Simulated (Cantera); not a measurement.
Zr + NH3 (tantalum, niobium, vanadium and zirconium in process gases)

Feed: 1 mol Zr, 0.76 mol NH3, held at 0.000120 bar.

Cantera equilibrium calculation (NASA polynomials, part measured and part estimated; ideal gas, pure solids and liquids). Candidate condensed phases: Zr, ZrN; 11 gas species. Mutual solubility and eutectic melting of coexisting phases are not modelled. ZrN: taken at fixed stoichiometry. Condensed phases not in the tables: N, O or C dissolved in the metal. The numbers say what is thermodynamically allowed, not how fast it happens.

From 1473 K to 2073 K the condensed part is Zr(β) + ZrN(s). From 2173 K to 2373 K the condensed part is Zr(l) + ZrN(s).

```tsv
T (K)	log p H2	log p H	log p Zr	log p N2	log p N	log p NH	n Zr(β)	n ZrN(s)	n Zr(l)
1473	-3.92	-6.86	-14.24	<-15	<-15	<-15	0.240	0.760	0
1573	-3.92	-6.35	-12.88	-14.60	<-15	<-15	0.240	0.760	0
1673	-3.93	-5.91	-11.69	-13.17	<-15	<-15	0.240	0.760	0
1773	-3.93	-5.51	-10.62	-11.90	<-15	<-15	0.240	0.760	0
1873	-3.95	-5.16	-9.68	-10.78	-15.28	<-15	0.240	0.760	0
1973	-3.97	-4.86	-8.83	-9.76	-14.10	-15.28	0.240	0.760	0
2073	-4.02	-4.59	-8.06	-8.85	-13.03	-14.39	0.240	0.760	0
2173	-4.11	-4.37	-7.37	-8.00	-12.05	-13.60	0	0.760	0.240
2273	-4.25	-4.20	-6.76	-7.21	-11.14	-12.89	0	0.758	0.239
2373	-4.45	-4.08	-6.20	-6.48	-10.31	-12.28	0	0.750	0.241
```
log p: log10 of the partial pressure in bar; n: condensed amount in mol.
